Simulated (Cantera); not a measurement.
An isothermal, constant-pressure homogeneous reactor starts with CH4 : H2O = 1 : 2.5 (molar parts), at 1500 K and 1.01 bar. Integrator tolerance rtol = 1e-08.

Cantera simulation using GRI-Mech 3.0 (53 species, 325 reactions); the numbers are that mechanism's predictions, not measurements.

**Question.** What does this change do: pressure from 1.01 bar to 6.50 bar?

**Answer.** 
```json
[
 {"quantity": "x(CH4) at 3.00 s", "before": "0.0544 (gas-phase equilibrium 5.22e-7)", "after": "0.111 (gas-phase equilibrium 2.15e-5)"},
 {"quantity": "x(H2O) at 3.00 s", "before": "0.476 (gas-phase equilibrium 0.247)", "after": "0.462 (gas-phase equilibrium 0.247)"},
 {"quantity": "x(HCO) at 3.00 s", "before": "7.70e-10 (gas-phase equilibrium 3.39e-9)", "after": "2.28e-9 (gas-phase equilibrium 8.58e-9)"},
 {"quantity": "x(CO2) at 3.00 s", "before": "0.0193 (gas-phase equilibrium 0.0260)", "after": "0.0292 (gas-phase equilibrium 0.0260)"},
 {"quantity": "x(H2O2) at 3.00 s", "before": "<1e-12 (gas-phase equilibrium <1e-12)", "after": "<1e-12 (gas-phase equilibrium <1e-12)"},
 {"quantity": "x(C2H6) at 3.00 s", "before": "2.28e-5 (gas-phase equilibrium <1e-12)", "after": "0.000124 (gas-phase equilibrium 2.74e-12)"}
]
```
